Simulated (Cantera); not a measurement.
B2H6 + H2O (boron, boron nitride and boron oxide)

Feed: 1 mol B2H6, 0.85 mol H2O, equilibrated at 0.593 Torr.

Method: chemical equilibrium by Gibbs-energy minimisation in Cantera with the NASA 1993 tables (ideal gas, pure condensed phases). Candidate condensed phases: B, B2O3, B3O3H3, H2O; 23 gas species. The feed counts by its element totals alone. The tables' values for BH2 are old estimates; treat these amounts as uncertain. Kinetics and transport are ignored.

From 1473 K to 2298 K the condensed part is B(s). The main B-bearing gas is B2O2 at 1473 K and BO at 2298 K. The share of B in condensed phases is highest at 1473 K (59.7 %) and lowest at 2298 K (52.8 %).

| T (K) | x H2 | x H | x BO | x HBO | x B2O2 | x B | x B2O3 | n B(s) |
|---|---|---|---|---|---|---|---|---|
| 1473 | 0.867 | 0.000419 | 0.000950 | 0.0724 | 0.0485 | 1.08e-9 | 0.00873 | 1.19 |
| 1548 | 0.860 | 0.00102 | 0.00232 | 0.0806 | 0.0496 | 9.79e-9 | 0.00500 | 1.18 |
| 1623 | 0.854 | 0.00227 | 0.00509 | 0.0868 | 0.0484 | 7.23e-8 | 0.00282 | 1.16 |
| 1698 | 0.847 | 0.00473 | 0.0102 | 0.0909 | 0.0454 | 4.46e-7 | 0.00158 | 1.16 |
| 1773 | 0.837 | 0.00926 | 0.0188 | 0.0924 | 0.0408 | 2.36e-6 | 0.000865 | 1.15 |
| 1848 | 0.825 | 0.0171 | 0.0319 | 0.0907 | 0.0347 | 1.09e-5 | 0.000453 | 1.15 |
| 1923 | 0.807 | 0.0301 | 0.0496 | 0.0849 | 0.0275 | 4.45e-5 | 0.000219 | 1.15 |
| 1998 | 0.782 | 0.0505 | 0.0705 | 0.0752 | 0.0197 | 0.000163 | 9.48e-5 | 1.14 |
| 2073 | 0.749 | 0.0810 | 0.0916 | 0.0625 | 0.0128 | 0.000544 | 3.59e-5 | 1.14 |
| 2148 | 0.705 | 0.125 | 0.109 | 0.0487 | 0.00745 | 0.00167 | 1.19e-5 | 1.13 |
| 2223 | 0.647 | 0.183 | 0.121 | 0.0357 | 0.00398 | 0.00473 | 3.55e-6 | 1.11 |
| 2298 | 0.572 | 0.258 | 0.126 | 0.0248 | 0.00199 | 0.0125 | 9.71e-7 | 1.06 |
x: gas mole fraction; n: condensed amount in mol.
